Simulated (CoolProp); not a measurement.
Vapour pressure (kPa) of fluoroethane (R161): the reference equation beside estimates from Tc = 102.1 °C, pc = 5010 kPa, ω = 0.216. Clausius-Clapeyron is anchored at 9.95 °C with a constant enthalpy of vaporisation of 17.52 kJ/mol.

Values from CoolProp's reference Helmholtz-energy equation of state, Wu 2012.

| T (°C) | reference | Clausius-Clapeyron | van der Waals |
|---|---|---|---|
| -17.35 | 236.1 | 270.7 | 876.0 |
| -11.95 | 288.7 | 320.9 | 975.8 |
| -6.45 | [?] | 379.0 | 1085 |
| -0.95 | 423.2 | 444.5 | 1201 |
| 4.45 | 504.5 | 516.8 | 1324 |
| 9.95 | 598.8 | 598.8 | 1456 |
| 15.45 | 705.8 | 690.1 | 1597 |
| 20.95 | [?] | 791.0 | 1745 |
| 26.35 | 959.0 | 900.1 | 1900 |
| 31.85 | 1110 | 1022 | 2066 |
| 37.35 | [?] | 1155 | 2241 |
| 42.75 | 1459 | 1297 | 2421 |
| 48.25 | 1663 | 1454 | 2614 |
| 53.75 | 1887 | [?] | 2816 |

Question: Some entries are withheld; supply them.

Answer: 
- -6.45, reference: 351.1
- 20.95, reference: 826.4
- 37.35, reference: 1277
- 53.75, Clausius-Clapeyron: 1623

Absolute difference from the reference over all 14 rows, mean and median: Clausius-Clapeyron 7.8 and 7.9 %, van der Waals 134.1 and 118.7 %.
